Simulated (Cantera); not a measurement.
A closed system holds: 1 mol CO2, 0.24 mol O2, 7.8 mol H2, at 750 K and 1.00 bar.

Method: chemical equilibrium by Gibbs-energy minimisation in Cantera with the NASA 1993 tables (ideal gas, pure condensed phases). Candidate condensed phases: C, C6H6, C7H8, C8H18, H2O; 110 gas species. Equilibrium is a limit: real reactors are often held back by kinetics, nucleation or transport.

Base state: H2 0.507, H2O 0.348, CH4 0.138, CO2 0.00535, CO 0.00127 (mole fractions); condensed: gas only.

### Question
What changes in the equilibrium state with this change: O2 from 0.24 to 0.036 mol?

### Answer
```
species   before     after
-------  -------  --------
H2         0.507     0.558
H2O        0.348     0.296
CH4        0.138     0.142
CO2      0.00535   0.00272
CO       0.00127  0.000837
```
